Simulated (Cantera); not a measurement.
# C₆H₆ + CO₂ + N₂ + O₂ (carbon deposition, reforming and gasification)

A closed system holds: 1 mol C₆H₆, 0.025 mol CO₂, 3.5 mol N₂, 0.019 mol O₂, at 83.0 mbar.

These are equilibrium values from Cantera (NASA tables, ideal gas, pure condensed phases), not measurements of a reactor. Candidate condensed phases: C, C₆H₆, C₇H₈, C₈H₁₈, H₂O; 136 gas species. Kinetics and transport are ignored.

From 1102 °C to 2452 °C the condensed part is C(graphite). The main C-bearing gas is CO at 1102 °C and HCN at 2452 °C.

```json
[
 {"T (°C)": "1102", "x N₂": "0.531", "x H₂": "0.455", "x H": "8.02e-6", "x HCN": "0.000198", "x CO": "0.0134", "x C₂H₂ (acetylene)": "8.09e-7", "x HNC": "2.15e-6", "n C(graphite)": "5.94"},
 {"T (°C)": "1252", "x N₂": "0.531", "x H₂": "0.455", "x H": "5.54e-5", "x HCN": "0.000618", "x CO": "0.0134", "x C₂H₂ (acetylene)": "5.50e-6", "x HNC": "1.13e-5", "n C(graphite)": "5.93"},
 {"T (°C)": "1402", "x N₂": "0.530", "x H₂": "0.454", "x H": "0.000272", "x HCN": "0.00156", "x CO": "0.0134", "x C₂H₂ (acetylene)": "2.64e-5", "x HNC": "4.39e-5", "n C(graphite)": "5.93"},
 {"T (°C)": "1552", "x N₂": "0.529", "x H₂": "0.453", "x H": "0.00103", "x HCN": "0.00339", "x CO": "0.0134", "x C₂H₂ (acetylene)": "9.72e-5", "x HNC": "0.000136", "n C(graphite)": "5.91"},
 {"T (°C)": "1702", "x N₂": "0.527", "x H₂": "0.449", "x H": "0.00318", "x HCN": "0.00649", "x CO": "0.0133", "x C₂H₂ (acetylene)": "0.000292", "x HNC": "0.000353", "n C(graphite)": "5.89"},
 {"T (°C)": "1852", "x N₂": "0.523", "x H₂": "0.442", "x H": "0.00838", "x HCN": "0.0113", "x CO": "0.0133", "x C₂H₂ (acetylene)": "0.000741", "x HNC": "0.000792", "n C(graphite)": "5.85"},
 {"T (°C)": "2002", "x N₂": "0.516", "x H₂": "0.430", "x H": "0.0193", "x HCN": "0.0180", "x CO": "0.0132", "x C₂H₂ (acetylene)": "0.00164", "x HNC": "0.00158", "n C(graphite)": "5.78"},
 {"T (°C)": "2152", "x N₂": "0.506", "x H₂": "0.409", "x H": "0.0397", "x HCN": "0.0265", "x CO": "0.0131", "x C₂H₂ (acetylene)": "0.00319", "x HNC": "0.00284", "n C(graphite)": "5.69"},
 {"T (°C)": "2302", "x N₂": "0.491", "x H₂": "0.375", "x H": "0.0737", "x HCN": "0.0365", "x CO": "0.0129", "x C₂H₂ (acetylene)": "0.00552", "x HNC": "0.00464", "n C(graphite)": "5.57"},
 {"T (°C)": "2452", "x N₂": "0.470", "x H₂": "0.329", "x H": "0.124", "x HCN": "0.0466", "x CO": "0.0125", "x C₂H₂ (acetylene)": "0.00848", "x HNC": "0.00692", "n C(graphite)": "5.42"}
]
```
x: gas mole fraction; n: condensed amount in mol.
